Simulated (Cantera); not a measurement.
Input (Python, Cantera) and output of one run.

```python
import numpy as np
import cantera as ct

gas_names = """
    F FO FO2 F2 F2O N NF NF2 NF3 NO NO2 NO3 N2 N2O O O2 O3 Si SiF SiF2 SiF3 SiF4 SiN SiO SiO2 Si2 Si2N
    Si3
""".split()
cond_names = """
    Si(cr) Si(L) SiO2(Lqz) SiO2(hqz) SiO2(L) Si2N2O(s) Si3N4(a)
""".split()


# ... load() reads the species with a 1 bar reference pressure and builds the phases ...
atoms = {
    'SiF4': {'Si': 1, 'F': 4},
    'NO': {'N': 1, 'O': 1},
    'N2': {'N': 2},
    'N2O': {'N': 2, 'O': 1},
}
top_T = {'Si2N2O(s)': 2100, 'Si3N4(a)': 2400}  # K; cautious upper limits of use, not melting points


# ... equilibrate(T, P, feed) seeds the gas with the atoms and calls Mixture.equilibrate('TP', solver="vcs", rtol=1e-11, max_steps=5000) ...
results = []
feed = {'SiF4': 1, 'NO': 11, 'N2': 8.6, 'N2O': 1.1}  # mol
T = 1173.15  # K
P = 8.6  # Pa
mix = equilibrate(T, P, feed)
results.append((T, P, feed, dict(zip(mix.species_names, mix.species_moles))))
print(gas.report(threshold=1e-05))
for i in range(1, mix.n_phases):
    print(f"{mix.phase(i).name:16s} {mix.phase_moles(i):12.5e} mol")
```

It prints:

```
       temperature   1173.2 K
          pressure   8.6 Pa
           density   2.8669e-05 kg/m^3
  mean mol. weight   32.516 kg/kmol
   phase of matter   gas

                          1 kg             1 kmol
                     ---------------   ---------------
          enthalpy       -1.3044e+06       -4.2412e+07  J
   internal energy       -1.6043e+06       -5.2166e+07  J
           entropy             10141        3.2973e+05  J/K
    Gibbs function       -1.3201e+07       -4.2924e+08  J
 heat capacity c_p            1144.1             37202  J/K
 heat capacity c_v            888.42             28888  J/K

                      mass frac. Y      mole frac. X     chem. pot. / RT
                     ---------------   ---------------   ---------------
                NO        0.00015499        0.00016795           -36.358
                N2           0.58849           0.68306           -35.033
                O2            0.2675           0.27183           -37.684
              SiF4           0.14386          0.044944           -218.65
     [  +24 minor]        4.8356e-07         8.985e-07

Si(cr)            0.00000e+00 mol
SiO2(hqz)         4.08426e-07 mol
Si2N2O(s)         0.00000e+00 mol
Si3N4(a)          0.00000e+00 mol
```

Cantera equilibrium calculation (NASA polynomials, part measured and part estimated; ideal gas, pure solids and liquids).
